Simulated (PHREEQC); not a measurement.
1 kg of water holding 0.061 mol KCl, 0.26 mol Na2SO4, 0.43 mol NaCl and 0.0058 mol Na2B4O7 is evaporated at 20 °C; the solids stay in contact with the brine. CO2 from the air is kept out. Only these solids could form: Arcanite, Glaserite, Halite, Mirabilite, Misenite, Sylvite, Thenardite, Borax, Boric_acid,s, KB5O8:4H2O, K2B4O7:4H2O, NaBO2:4H2O, NaB5O8:5H2O, Teepleite.

The series has 24 steps of water left (kg), from 1 to 0.01073.

The numbers come from PHREEQC with the Pitzer model, pitzer.dat.

Q: Which solids form, in which order, and at which step of the series does each first stand?

A: Mirabilite from water left = 0.1989 kg (pH 8.60), last present at water left = 0.1051 kg; Thenardite from water left = 0.1051 kg (pH 8.44); Borax from water left = 0.09522 kg (pH 8.42); Halite from water left = 0.07819 kg (pH 8.40); Glaserite from water left = 0.05273 kg (pH 8.43).
